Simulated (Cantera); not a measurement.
**Al2O3 + Cl2 + O2 (oxide etching and cleaning by halides)**

A closed system holds: 1 mol Al2O3, 4.6 mol Cl2, 2.7 mol O2, held at 5.00 mbar.

These are equilibrium values from Cantera (NASA tables, ideal gas, pure condensed phases), not measurements of a reactor. Candidate condensed phases: Al, AlCl3, Al2O3; 17 gas species. Condensed phases not in the tables: AlOCl. Kinetics and transport are ignored.

| T (K) | x Cl | x Cl2 | x O2 | x AlCl3 | x O | x ClO | x AlOCl | n Al2O3(s) |
|---|---|---|---|---|---|---|---|---|
| 748 | 2.89e-5 | 0.630 | 0.370 | 3.37e-12 | <1e-12 | 1.90e-7 | <1e-12 | 1.00 |
| 848 | 0.000301 | 0.630 | 0.370 | 3.90e-10 | 5.86e-12 | 1.30e-6 | <1e-12 | 1.00 |
| 948 | 0.00192 | 0.629 | 0.370 | 1.63e-8 | 2.55e-10 | 5.95e-6 | <1e-12 | 1.00 |
| 1048 | 0.00861 | 0.623 | 0.368 | 3.26e-7 | 5.43e-9 | 2.03e-5 | <1e-12 | 1.000 |
| 1148 | 0.0295 | 0.606 | 0.364 | 3.75e-6 | 6.78e-8 | 5.50e-5 | <1e-12 | 1.000 |
| 1248 | 0.0813 | 0.564 | 0.355 | 2.71e-5 | 5.61e-7 | 0.000123 | 3.37e-11 | 1.000 |
| 1348 | 0.184 | 0.480 | 0.336 | 0.000128 | 3.34e-6 | 0.000229 | 9.77e-10 | 0.999 |
| 1448 | 0.341 | 0.351 | 0.307 | 0.000386 | 1.53e-5 | 0.000352 | 1.64e-8 | 0.998 |
| 1548 | 0.516 | 0.208 | 0.275 | 0.000705 | 5.66e-5 | 0.000443 | 1.68e-7 | 0.997 |
| 1648 | 0.648 | 0.100 | 0.250 | 0.000786 | 0.000179 | 0.000474 | 1.13e-6 | 0.996 |
| 1748 | 0.719 | 0.0428 | 0.237 | 0.000624 | 0.000505 | 0.000462 | 5.41e-6 | 0.996 |
x: gas mole fraction; n: condensed amount in mol.

From 748 K to 1748 K the condensed part is Al2O3(s).
